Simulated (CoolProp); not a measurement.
Properties of carbon dioxide along the isotherm 502.1 K.

Values from CoolProp's reference Helmholtz-energy equation of state, Span 1996.

```
p (kPa)          phase  density (kg/m³)  cp (kJ/(kg K))  conductivity (mW/(m K))
-------  -------------  ---------------  --------------  -----------------------
1110               gas            11.80           1.030                     33.4
2210               gas            23.67           1.045                     33.9
3320               gas            35.82           1.060                     34.3
4430               gas            48.16           1.076                     34.8
5530               gas            60.55           1.092                     35.2
6640               gas            73.21           1.109                     35.7
7750     supercritical            86.02           1.126                     36.2
8850     supercritical            98.87           1.143                     36.7
9960     supercritical            112.0           1.161                     37.3
11100    supercritical            125.5           1.179                     37.8
```

Thermal conductivity comes from a separate model (Huber 2016).
